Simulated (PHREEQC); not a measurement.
PHREEQC input (ion-association model, phreeqc.dat):

```
SOLUTION 0
  temp 15
  units mmol/kgw
  pH 7 charge
  Br 41
  K 41
  Cl 0.25
  Pb 0.12
  O(0) 1 O2(g) -0.68
SOLUTION 1-40
  temp 15
  units mmol/kgw
  pH 7 charge
  Cl 6.21
  Zn 3.1
  O(0) 1 O2(g) -0.68
END
EXCHANGE 1-40
  X 0.015
  -equilibrate 1
END
SELECTED_OUTPUT 1
  -reset false
  -pH true
  -pe true
  -ionic_strength true
  -water true
  -step true
  -totals Br Cl K Pb Zn
  -molalities PbX2 KX ZnX2
  -saturation_indices Sylvite Zn(OH)2(e) Pb(OH)2
PRINT
  -reset false
TRANSPORT
  -cells 40
  -shifts 120
  -lengths 0.0025
  -time_step 3600
  -dispersivities 0.0035
  -boundary_conditions flux flux
  -correct_disp true
  -punch_cells 40
  -punch_frequency 4
END
```

Selected output (columns that matter, 12 of 31 rows; pore volumes added in front):

```
pore volumes	pH	mu	Br	Cl	K	Pb	Zn	m_PbX2	m_KX	m_ZnX2	si_Sylvite	si_Zn(OH)2(e)	si_Pb(OH)2
0	5.0305	0.0092652	0	0.00621	0	0	0.0031	0	0	0.0075	-1000	-4.1179	-1000
0.3125	5.0305	0.0092655	2.1423e-07	0.00621	2.5137e-11	0	0.0031001	0	1.4402e-11	0.0075	-13.743	-4.1179	-1000
0.5125	5.0309	0.0097858	0.00040933	0.0061505	4.2496e-06	4.2605e-16	0.0032728	1.5305e-15	2.3695e-06	0.0074988	-8.5214	-4.0974	-14.047
0.8125	5.0392	0.022424	0.011102	0.0045962	0.0020683	9.4101e-08	0.0068097	1.2633e-07	0.00077813	0.0071108	-6.0004	-3.8329	-5.8456
1.1125	5.0492	0.039037	0.028675	0.0020417	0.013861	1.0942e-05	0.0084116	7.3104e-06	0.004103	0.0054412	-5.5596	-3.7797	-3.9152
1.4125	5.0554	0.044147	0.037606	0.00074336	0.026542	3.9711e-05	0.0058588	2.3155e-05	0.0076905	0.0036316	-5.7234	-3.9387	-3.398
1.6125	5.0576	0.044209	0.039746	0.00043233	0.031908	5.6436e-05	0.0040736	3.4252e-05	0.0095468	0.0026924	-5.8783	-4.0923	-3.2517
1.9125	5.0593	0.043257	0.040751	0.00028613	0.036391	7.4612e-05	0.0022435	5.0299e-05	0.011558	0.0016708	-5.9984	-4.3455	-3.1307
2.2125	5.06	0.042415	0.040955	0.00025649	0.038593	8.7935e-05	0.0012167	6.5044e-05	0.012872	0.00099916	-6.0188	-4.6076	-3.0578
2.5125	5.0603	0.041888	0.040992	0.0002511	0.039733	9.8362e-05	0.00065182	7.7598e-05	0.013701	0.00057213	-6.0144	-4.8766	-3.0081
2.7125	5.0604	0.041668	0.040998	0.00025033	0.04018	0.00010391	0.00042516	8.4383e-05	0.014062	0.00038445	-6.0104	-5.0614	-2.9839
3.0125	5.0604	0.041466	0.041	0.00025005	0.040581	0.00011021	0.00021905	9.2047e-05	0.014408	0.00020385	-6.0062	-5.3488	-2.958
```

Complexes and solids missing from the database can't appear.
